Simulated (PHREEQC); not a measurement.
A solution holds 0.21 mol ZnSO4, 0.034 mol NiCl2 and 0.0009 mol NaHCO3 per kg of water, at 90 °C. Closed to the air; pH follows from the charge balance.

All values are PHREEQC results (ion-association model, wateq4f.dat), not measurements.

No solid was allowed to form.

**Question.** Order these Cl species by the share of Cl that they hold, largest first: NiCl+, ZnCl2, Cl-, ZnCl3-, ZnCl+.

**Answer.** Cl- (64 %), ZnCl+ (34 %), ZnCl2 (1.3 %), NiCl+ (0.61 %), ZnCl3- (0.15 %)

**Question.** Order these Ni species by the share of Ni that they hold, largest first: NiCO3, NiCl+, Ni+2, NiSO4, NiHCO3+.

**Answer.** Ni+2 (53 %), NiSO4 (45 %), NiCl+ (1.2 %), NiHCO3+ (0.16 %), NiCO3 (0.11 %)

The pH is 5.45 and the ionic strength 0.430 mol/kgw. Saturation is exceeded, for instance for Zincite(c) (slow to form); the values hold only as long as no solid forms. Constants without temperature data keep their 25 °C values here.
